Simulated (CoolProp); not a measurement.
A simple Rankine cycle with ethanol: condensing at 318.15 K, boiler at 0.703 MPa, turbine inlet 560.4 K, turbine efficiency 0.8, pump efficiency 0.7, no recuperator. Each further row changes one setting.

Model: reference Helmholtz-energy equation of state, Schroeder 2014, in CoolProp.

```tsv
case	thermal efficiency (%)	net work (kJ/kg)	heat in (kJ/kg)	turbine exit temperature (K)	volume ratio over the turbine
as stated	17.5	235	1340	442.0	24.6
turbine inlet 580.4 K	17.6	245	1390	461.0	24.7
condensing temperature 310.15 K	19.0	259	1370	429.2	36.0
boiler pressure 0.492 MPa	15.9	215	1350	454.3	17.6
turbine efficiency 0.7	15.3	205	1340	457.2	25.4
```
